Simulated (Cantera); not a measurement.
**Adiabatic ignition**

An adiabatic, constant-volume homogeneous reactor starts with H₂ : O₂ : N₂ = 1 : 0.862 : 3.24 (molar parts), equivalence ratio 0.58, at 1500 K and 2.60 bar.

Detailed kinetics in Cantera: the H2/O2 subset of GRI-Mech 3.0, which has no nitrogen chemistry. The hydrogen kinetics of GRI-Mech 3.0 are dated; newer H2 mechanisms differ, most at raised pressure.

```json
[
 {"t (s)": "9.00e-6", "T (K)": "2438", "P (bar)": "3.99", "x H₂": "0.0208", "x O₂": "0.0717", "x O": "0.0223", "x H₂O₂": "8.52e-7", "x HO₂": "3.22e-5", "x OH": "0.0319", "x H₂O": "0.160"},
 {"t (s)": "2.79e-5", "T (K)": "2853", "P (bar)": "4.55", "x H₂": "0.00905", "x O₂": "0.0716", "x O": "0.00861", "x H₂O₂": "1.46e-6", "x HO₂": "2.86e-5", "x OH": "0.0276", "x H₂O": "0.188"},
 {"t (s)": "8.63e-5", "T (K)": "2856", "P (bar)": "4.55", "x H₂": "0.00894", "x O₂": "0.0716", "x O": "0.00851", "x H₂O₂": "1.48e-6", "x HO₂": "2.88e-5", "x OH": "0.0275", "x H₂O": "0.188"},
 {"t (s)": "0.000267", "T (K)": "2856", "P (bar)": "4.55", "x H₂": "0.00894", "x O₂": "0.0716", "x O": "0.00851", "x H₂O₂": "1.48e-6", "x HO₂": "2.88e-5", "x OH": "0.0275", "x H₂O": "0.188"},
 {"t (s)": "0.000828", "T (K)": "2856", "P (bar)": "4.55", "x H₂": "0.00894", "x O₂": "0.0716", "x O": "0.00851", "x H₂O₂": "1.48e-6", "x HO₂": "2.88e-5", "x OH": "0.0275", "x H₂O": "0.188"},
 {"t (s)": "0.00256", "T (K)": "2856", "P (bar)": "4.55", "x H₂": "0.00894", "x O₂": "0.0716", "x O": "0.00851", "x H₂O₂": "1.48e-6", "x HO₂": "2.88e-5", "x OH": "0.0275", "x H₂O": "0.188"},
 {"t (s)": "0.00794", "T (K)": "2856", "P (bar)": "4.55", "x H₂": "0.00894", "x O₂": "0.0716", "x O": "0.00851", "x H₂O₂": "1.48e-6", "x HO₂": "2.88e-5", "x OH": "0.0275", "x H₂O": "0.188"},
 {"t (s)": "0.0246", "T (K)": "2856", "P (bar)": "4.55", "x H₂": "0.00894", "x O₂": "0.0716", "x O": "0.00851", "x H₂O₂": "1.48e-6", "x HO₂": "2.88e-5", "x OH": "0.0275", "x H₂O": "0.188"},
 {"t (s)": "0.0761", "T (K)": "2856", "P (bar)": "4.55", "x H₂": "0.00894", "x O₂": "0.0716", "x O": "0.00851", "x H₂O₂": "1.48e-6", "x HO₂": "2.88e-5", "x OH": "0.0275", "x H₂O": "0.188"},
 {"t (s)": "0.236", "T (K)": "2856", "P (bar)": "4.55", "x H₂": "0.00894", "x O₂": "0.0716", "x O": "0.00851", "x H₂O₂": "1.48e-6", "x HO₂": "2.88e-5", "x OH": "0.0275", "x H₂O": "0.188"},
 {"t (s)": "0.730", "T (K)": "2856", "P (bar)": "4.55", "x H₂": "0.00894", "x O₂": "0.0716", "x O": "0.00851", "x H₂O₂": "1.48e-6", "x HO₂": "2.88e-5", "x OH": "0.0275", "x H₂O": "0.188"},
 {"t (s)": "2.26", "T (K)": "2856", "P (bar)": "4.55", "x H₂": "0.00894", "x O₂": "0.0716", "x O": "0.00851", "x H₂O₂": "1.48e-6", "x HO₂": "2.88e-5", "x OH": "0.0275", "x H₂O": "0.188"},
 {"t (s)": "7.00", "T (K)": "2856", "P (bar)": "4.55", "x H₂": "0.00894", "x O₂": "0.0716", "x O": "0.00851", "x H₂O₂": "1.48e-6", "x HO₂": "2.88e-5", "x OH": "0.0275", "x H₂O": "0.188"}
]
```
x: mole fraction; the columns are a selection and need not sum to one.

```json
{
  "time_of_steepest_temperature_rise": "5.31 µs",
  "temperature at 7.00 s": "2856 K",
  "equilibrium_temperature": "2856 K",
  "x(H₂) at 7.00 s": "0.00894 (gas-phase equilibrium 0.00894)",
  "x(O₂) at 7.00 s": "0.0716 (gas-phase equilibrium 0.0716)",
  "x(O) at 7.00 s": "0.00851 (gas-phase equilibrium 0.00851)"
}
```
